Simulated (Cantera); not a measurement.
Charge: 1 mol TEOS, 5.6 mol O2, 5.1 mol N2, held at 1.00 bar.

Equilibrium computed with Cantera from the NASA thermochemical tables; the gas is ideal and each condensed phase is pure. Candidate condensed phases: C, C6H6, C7H8, C8H18, H2O, Si, SiC, SiO2, Si2N2O, Si3N4; 151 gas species. The feed counts by its element totals alone. The tables hold silica as quartz up to 1696 K and as liquid above; real silica turns to tridymite and cristobalite and melts near 1996 K. Gases not in the tables: Si(OH)4. The numbers say what is thermodynamically allowed, not how fast it happens. All values below are at 1375 K.

Base state: H2 0.280, CO 0.274, N2 0.221, H2O 0.153, CO2 0.0723 (mole fractions); condensed: SiO2(β-quartz).

### Question
What changes in the equilibrium state with this change: O2 from 5.6 to 2 mol?

### Answer
```csv
species,before,after
H2,0.280,0.472
CO,0.274,0.284
N2,0.221,0.242
H2O,0.153,0.000617
CO2,0.0723,0.000179
CH4,9.02e-7,0.00111
HCN,2.32e-7,0.000136
NH3,6.50e-6,1.49e-5
"SiO2(β-quartz), mol",1.00,1.000
"C(graphite), mol",0,1.99
```
